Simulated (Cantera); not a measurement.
# Transport properties of process gases

Gas mixture: CH₃OH : C₂H₄ : NH₃ : CO = 0.48 : 0.88 : 0.43 : 0.16 (molar parts), at 20.0 Torr, frozen composition.

Cantera's kinetic-theory transport with the Lennard-Jones parameters of GRI-Mech 3.0, ideal gas; thermal conductivity in the multicomponent form. Polar gases are described roughly by these parameters. The composition is frozen, though it would react at the higher temperatures.

| T (K) | ρ (kg/m³) | cp (J/kg/K) | μ (µPa s) | λ (mW/m/K) | Pr | D (cm²/s) OH | D (cm²/s) H₂ | D (cm²/s) O |
|---|---|---|---|---|---|---|---|---|
| 400 | 0.0213 | 1780 | 14.0 | 34.2 | 0.728 | 17.1 | 42.1 | 17.4 |
| 650 | 0.0131 | 2408 | 21.8 | 71.2 | 0.737 | 40.3 | 97.2 | 41.1 |
| 900 | 0.00948 | 2838 | 28.6 | 110 | 0.741 | 70.4 | 168 | 71.7 |
| 1150 | 0.00742 | 3180 | 34.6 | 148 | 0.743 | 107 | 253 | 109 |
| 1400 | 0.00609 | 3423 | 40.1 | 185 | 0.743 | 148 | 352 | 151 |
| 1650 | 0.00517 | 3604 | 45.1 | 219 | 0.743 | 195 | 462 | 199 |
| 1900 | 0.00449 | 3737 | 49.8 | 251 | 0.742 | 247 | 584 | 251 |
| 2150 | 0.00397 | 3836 | 54.2 | 280 | 0.741 | 303 | 717 | 309 |
D: mixture-averaged diffusion coefficient of that species in the mixture.
